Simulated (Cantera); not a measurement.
An isothermal, constant-pressure homogeneous reactor starts with CH4 : H2 = 1 : 7.9 (molar parts), at 1750 K and 0.000780 bar. Integrator tolerance rtol = 1e-08.

Detailed kinetics in Cantera: GRI-Mech 3.0 (53 species, 325 reactions). GRI-Mech 3.0 stops at C3 and has no aromatics, soot or wall deposition, so with more carbon than oxygen in the feed, carbon stays in small species such as C2H2 where larger ones or solid carbon would form. Radical loss at walls, strong at low pressure, is not modelled.

### Question
What does this change do: temperature 1750 to 1175 K?

### Answer
```csv
quantity,before,after
x(CH4) at 2.00 s,0.0464 (gas-phase equilibrium 1.35e-5),0.112 (gas-phase equilibrium 0.0113)
x(H2) at 2.00 s,0.921 (gas-phase equilibrium 0.942),0.888 (gas-phase equilibrium 0.943)
x(CH3) at 2.00 s,0.00196 (gas-phase equilibrium 2.36e-6),3.22e-8 (gas-phase equilibrium 9.74e-7)
x(C2H) at 2.00 s,4.19e-7 (gas-phase equilibrium 3.06e-6),<1e-12 (gas-phase equilibrium 2.89e-11)
x(C2H4) at 2.00 s,0.000307 (gas-phase equilibrium 1.22e-6),<1e-12 (gas-phase equilibrium 0.000592)
x(C2H6) at 2.00 s,4.04e-6 (gas-phase equilibrium 1.52e-12),1.15e-12 (gas-phase equilibrium 8.97e-8)
x(CH2) at 2.00 s,3.00e-6 (gas-phase equilibrium 2.20e-8),<1e-12 (gas-phase equilibrium 2.11e-12)
```
